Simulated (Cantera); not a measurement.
Charge: 1 mol Fe, 0.24 mol H2S, 140 mol H2, equilibrated at 4.10 bar.

Equilibrium computed with Cantera from the NASA thermochemical tables; the gas is ideal and each condensed phase is pure. Candidate condensed phases: Fe, FeS, FeS2, S; 8 gas species. Mutual solubility and eutectic melting of coexisting phases are not modelled. FeS: taken at fixed stoichiometry. The numbers say what is thermodynamically allowed, not how fast it happens.

Which condensed phases are stable at each of these points (T (K)): 748, 848, 948, 1048, 1148, 1248, 1348, 1448, 1548, 1648, 1748, 1848, 1948?


```json
[
 {"T (K)": "748", "condensed phases": "Fe(α) + FeS(s)", "Fe condensed (%)": "100.0"},
 {"T (K)": "848", "condensed phases": "Fe(α) + FeS(s)", "Fe condensed (%)": "100.0"},
 {"T (K)": "948", "condensed phases": "Fe(α) + FeS(s)", "Fe condensed (%)": "100.0"},
 {"T (K)": "1048", "condensed phases": "Fe(α) + FeS(s)", "Fe condensed (%)": "100.0"},
 {"T (K)": "1148", "condensed phases": "Fe(α)", "Fe condensed (%)": "100.0"},
 {"T (K)": "1248", "condensed phases": "Fe(γ)", "Fe condensed (%)": "100.0"},
 {"T (K)": "1348", "condensed phases": "Fe(γ)", "Fe condensed (%)": "100.0"},
 {"T (K)": "1448", "condensed phases": "Fe(γ)", "Fe condensed (%)": "100.0"},
 {"T (K)": "1548", "condensed phases": "Fe(γ)", "Fe condensed (%)": "100.0"},
 {"T (K)": "1648", "condensed phases": "Fe(γ)", "Fe condensed (%)": "100.0"},
 {"T (K)": "1748", "condensed phases": "Fe(δ)", "Fe condensed (%)": "100.0"},
 {"T (K)": "1848", "condensed phases": "Fe(l)", "Fe condensed (%)": "99.8"},
 {"T (K)": "1948", "condensed phases": "Fe(l)", "Fe condensed (%)": "99.3"}
]
```

From 748 K to 1048 K the condensed part is Fe(α) + FeS(s). At 1148 K the condensed part is Fe(α). From 1248 K to 1648 K the condensed part is Fe(γ). At 1748 K the condensed part is Fe(δ). From 1848 K to 1948 K the condensed part is Fe(l).
